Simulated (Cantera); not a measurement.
**Thermodynamics of silicon epitaxy and polysilicon growth, feed SiH2Cl2 + Cl2 + H2**

Input: 1 mol SiH2Cl2, 0.13 mol Cl2, a varied amount of H2, held at 850 K and 0.100 bar.

Cantera equilibrium calculation (NASA polynomials, part measured and part estimated; ideal gas, pure solids and liquids). Candidate condensed phases: Si; 19 gas species. The tables' values for SiCl3 are old estimates; treat these amounts as uncertain. The numbers say what is thermodynamically allowed, not how fast it happens.

```json
[
 {"n(H2) (mol)": "45", "log p H2": "-1.01", "log p SiCl4": "-3.12", "log p SiHCl3": "-3.30", "log p HCl": "-3.60", "log p SiH2Cl2": "-4.54", "n Si(s)": "0.399"},
 {"n(H2) (mol)": "65", "log p H2": "-1.00", "log p SiCl4": "-3.30", "log p SiHCl3": "-3.44", "log p HCl": "-3.65", "log p SiH2Cl2": "-4.63", "n Si(s)": "0.403"},
 {"n(H2) (mol)": "95", "log p H2": "-1.00", "log p SiCl4": "-3.49", "log p SiHCl3": "-3.58", "log p HCl": "-3.69", "log p SiH2Cl2": "-4.72", "n Si(s)": "0.410"},
 {"n(H2) (mol)": "140", "log p H2": "-1.00", "log p SiCl4": "-3.69", "log p SiHCl3": "-3.73", "log p HCl": "-3.74", "log p SiH2Cl2": "-4.82", "n Si(s)": "0.421"},
 {"n(H2) (mol)": "200", "log p H2": "-1.00", "log p SiCl4": "-3.88", "log p SiHCl3": "-3.87", "log p HCl": "-3.79", "log p SiH2Cl2": "-4.92", "n Si(s)": "0.436"},
 {"n(H2) (mol)": "290", "log p H2": "-1.00", "log p SiCl4": "-4.09", "log p SiHCl3": "-4.03", "log p HCl": "-3.84", "log p SiH2Cl2": "-5.02", "n Si(s)": "0.456"},
 {"n(H2) (mol)": "420", "log p H2": "-1.00", "log p SiCl4": "-4.30", "log p SiHCl3": "-4.19", "log p HCl": "-3.90", "log p SiH2Cl2": "-5.13", "n Si(s)": "0.484"},
 {"n(H2) (mol)": "610", "log p H2": "-1.00", "log p SiCl4": "-4.54", "log p SiHCl3": "-4.36", "log p HCl": "-3.95", "log p SiH2Cl2": "-5.25", "n Si(s)": "0.520"}
]
```
log p: log10 of the partial pressure in bar; n: condensed amount in mol.

From 45 mol H2 to 610 mol H2 the condensed part is Si(s). The main Si-bearing gas is SiCl4 at 45 mol H2 and SiHCl3 at 610 mol H2. The share of Si in condensed phases is highest at 610 mol H2 (52.0 %) and lowest at 45 mol H2 (39.9 %).
